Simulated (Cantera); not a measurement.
# C2F6 + HCl + CH4 (fluorocarbon and chlorocarbon gases)

A closed system holds: 1 mol C2F6, 0.041 mol HCl, 0.044 mol CH4, held at 750 Torr.

Cantera equilibrium calculation (NASA polynomials, part measured and part estimated; ideal gas, pure solids and liquids). Candidate condensed phases: C, C6H6, C7H8, C8H18; 118 gas species. The feed counts by its element totals alone. The tables' values for C2F4 are old estimates; treat these amounts as uncertain. Gases not in the tables: C2F6 and larger saturated fluorocarbons. Rates play no part.

```json
[
 {"T (°C)": "1950", "x CF4": "0.786", "x CF2": "0.0518", "x F": "0.00720", "x HF": "0.123", "x CF": "8.95e-5", "x CF3": "0.00938", "x Cl": "0.0210", "n C(graphite)": "0.551"},
 {"T (°C)": "2050", "x CF4": "0.734", "x CF2": "0.0945", "x F": "0.0148", "x HF": "0.119", "x CF": "0.000269", "x CF3": "0.0150", "x Cl": "0.0210", "n C(graphite)": "0.511"},
 {"T (°C)": "2150", "x CF4": "0.654", "x CF2": "0.160", "x F": "0.0284", "x HF": "0.114", "x CF": "0.000725", "x CF3": "0.0222", "x Cl": "0.0204", "n C(graphite)": "0.448"},
 {"T (°C)": "2250", "x CF4": "0.544", "x CF2": "0.248", "x F": "0.0506", "x HF": "0.106", "x CF": "0.00177", "x CF3": "0.0299", "x Cl": "0.0192", "n C(graphite)": "0.351"},
 {"T (°C)": "2350", "x CF4": "0.410", "x CF2": "0.352", "x F": "0.0839", "x HF": "0.0953", "x CF": "0.00393", "x CF3": "0.0362", "x Cl": "0.0176", "n C(graphite)": "0.217"},
 {"T (°C)": "2450", "x CF4": "0.272", "x CF2": "0.452", "x F": "0.129", "x HF": "0.0842", "x CF": "0.00790", "x CF3": "0.0387", "x Cl": "0.0156", "n C(graphite)": "0.0586"},
 {"T (°C)": "2550", "x CF4": "0.177", "x CF2": "0.479", "x F": "0.206", "x HF": "0.0749", "x CF": "0.0119", "x CF3": "0.0369", "x Cl": "0.0140", "n C(graphite)": "0"},
 {"T (°C)": "2650", "x CF4": "0.100", "x CF2": "0.472", "x F": "0.301", "x HF": "0.0659", "x CF": "0.0173", "x CF3": "0.0312", "x Cl": "0.0123", "n C(graphite)": "0"},
 {"T (°C)": "2750", "x CF4": "0.0445", "x CF2": "0.459", "x F": "0.376", "x HF": "0.0588", "x CF": "0.0274", "x CF3": "0.0231", "x Cl": "0.0110", "n C(graphite)": "0"},
 {"T (°C)": "2850", "x CF4": "0.0169", "x CF2": "0.433", "x F": "0.424", "x HF": "0.0544", "x CF": "0.0447", "x CF3": "0.0155", "x Cl": "0.0102", "n C(graphite)": "0"}
]
```
x: gas mole fraction; n: condensed amount in mol.

From 1950 °C to 2450 °C the condensed part is C(graphite). From 2550 °C to 2850 °C nothing is condensed. The main C-bearing gas is CF4 at 1950 °C and CF2 at 2850 °C.
